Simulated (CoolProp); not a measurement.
Properties of nitrogen along the isobar 0.101 MPa (Tc = 126.2 K, pc = 3.396 MPa, ω = 0.037).

Model: reference Helmholtz-energy equation of state, Span 2000, in CoolProp.

```
T (K)  phase  density (kg/m³)  isothermal compressibility (1/MPa)  expansivity (1/kK)  conductivity (mW/(m K))
-----  -----  ---------------  ----------------------------------  ------------------  -----------------------
124.6    gas            2.760                               10.00               8.277                     11.7
148.5    gas            2.305                               9.961               6.863                     13.9
172.5    gas            1.980                               9.938               5.870                     16.0
196.5    gas            1.736                               9.924               5.134                        ?
220.5    gas            1.546                               9.915               4.564                        ?
244.5    gas            1.393                               9.910               4.109                     21.8
268.5    gas            1.268                               9.906               3.738                        ?
292.4    gas            1.164                               9.903               3.429                     25.4
316.4    gas            1.076                               9.902               3.167                     27.1
340.4    gas           0.9996                               9.900               2.943                     28.8
```

Question: Fill in the missing entries.

Answer: 
- 196.5, conductivity (mW/(m K)): 18.0
- 220.5, conductivity (mW/(m K)): 19.9
- 268.5, conductivity (mW/(m K)): 23.7

Thermal conductivity comes from a separate model (Lemmon 2004).
